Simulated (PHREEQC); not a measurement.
Solution (47 °C): 0.0913 mol/kgw Ni(NO3)2. Closed to the air; pH follows from the charge balance.

Model: ion-association model, wateq4f.dat, run in PHREEQC.

Problem. The ionic strength comes out as 0.274 mol/kgw. What activity coefficients do NiOH+, Ni+2, NO3-, H+ get?

Solution. NiOH+ 0.73, Ni+2 0.28, NO3- 0.66, H+ 0.78.

This is a speciation only: nothing precipitates in the calculation. Away from 25 °C the constants follow the database's enthalpies or fits; those with neither stay at their 25 °C values.
